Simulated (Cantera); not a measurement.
# Premixed flame

A freely propagating, adiabatic, planar premixed flame of 31.9 % H₂, 14.5 % O₂, 53.6 % N₂, equivalence ratio 1.1, unburnt at 675 K and 825 Torr; mixture-averaged transport, grid criteria slope 0.08 and curve 0.16, no radiation.

Detailed kinetics in Cantera: the H2/O2 subset of GRI-Mech 3.0, which has no nitrogen chemistry. Burning velocities carry a grid error of a few per cent, more on coarse grids.

```
z (mm)  T (K)  u (m/s)    x H₂     x O₂   x H₂O₂     x HO₂      x OH       x O
------  -----  -------  ------  -------  -------  --------  --------  --------
-1.31     675     10.0   0.319    0.145    <1e-8     <1e-8     <1e-8     <1e-8
-0.873    675     10.0   0.319    0.145    <1e-8     <1e-8     <1e-8     <1e-8
-0.654    675     10.0   0.319    0.145    <1e-8     <1e-8     <1e-8     <1e-8
-0.436    675     10.0   0.319    0.145    <1e-8   4.85e-7     <1e-8     <1e-8
-0.218    684     10.1   0.317    0.145  1.45e-6  0.000190   3.50e-5   7.71e-6
-0.109    844     12.3   0.290    0.141  8.25e-6  0.000194  0.000714  0.000369
0        1283     18.0   0.173   0.0979  5.02e-6   8.80e-5   0.00457   0.00666
0.109    1607     22.2  0.0780   0.0385  2.72e-6   3.21e-5    0.0120    0.0133
0.218    1757     24.1  0.0634   0.0253  1.61e-6   1.88e-5    0.0156    0.0137
0.436    1919     26.0  0.0625   0.0207  8.69e-7   1.29e-5    0.0183    0.0119
0.873    2087     28.0  0.0615   0.0170  4.92e-7   8.78e-6    0.0198   0.00936
1.75     2252     29.8  0.0582   0.0132  3.17e-7   5.73e-6    0.0198   0.00663
3.49     2397     31.4  0.0534  0.00970  2.40e-7   3.79e-6    0.0183   0.00428
```
x: mole fraction of selected species; z is measured from the peak of heat release.

- laminar burning velocity = 1000 cm/s
- thermal thickness = 0.436 mm
- peak x(H₂O₂) = 8.26e-6
- peak x(HO₂) = 0.000260
- peak x(OH) = 0.0200
- peak x(O) = 0.0138
